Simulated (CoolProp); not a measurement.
Vapour-liquid equilibrium of propane (1) + R152A (2) at 364 kPa; x and y are mole fractions of (1).

Model: multi-fluid Helmholtz-energy mixture model, Lemmon 2009 and Outcalt 1996; pair parameters Bell 2016, in CoolProp.

### Question
Give the bubble temperature and the first vapour's composition at x = 0.125, 0.2, 0.5. Is there an azeotrope?

### Answer
x = 0.125: 271.2 K, y = 0.376; x = 0.2: 267.6 K, y = 0.483; x = 0.5: 262.2 K, y = 0.652. y crosses x between x = 0.725 and 0.8: the model has an azeotrope there.

Pair parameters are fitted to limited data, so mixtures are less certain than the pure fluids.
